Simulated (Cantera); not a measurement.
**Thermodynamics of silicon epitaxy and polysilicon growth, feed SiHCl3 + HCl + N2**

Input: 1 mol SiHCl3, 0.017 mol HCl, a varied amount of N2, at 1625 K and 570 Pa.

Cantera equilibrium calculation (NASA polynomials, part measured and part estimated; ideal gas, pure solids and liquids). Candidate condensed phases: NH4Cl, Si, Si3N4; 28 gas species. The tables' values for SiCl3, SiCl are old estimates; treat these amounts as uncertain. Kinetics and transport are ignored.

From 7.9 mol N2 to 110 mol N2 nothing is condensed. The main Si-bearing gas is SiCl2 throughout.

```tsv
n(N2) (mol)	x N2	x SiCl2	x HCl	x SiCl3	x H2	x SiCl4	x Cl	x H
7.9	0.801	0.0906	0.0895	0.00884	0.00678	0.00200	0.000800	7.69e-5
12	0.859	0.0647	0.0641	0.00567	0.00431	0.00115	0.000718	6.14e-5
19	0.906	0.0437	0.0433	0.00335	0.00256	0.000598	0.000630	4.73e-5
29	0.936	0.0299	0.0296	0.00201	0.00157	0.000313	0.000550	3.70e-5
44	0.957	0.0204	0.0201	0.00118	0.000971	0.000159	0.000476	2.91e-5
68	0.971	0.0135	0.0133	0.000664	0.000594	7.55e-5	0.000402	2.28e-5
110	0.982	0.00855	0.00835	0.000341	0.000354	3.15e-5	0.000327	1.76e-5
```
x: gas mole fraction; nothing condenses.
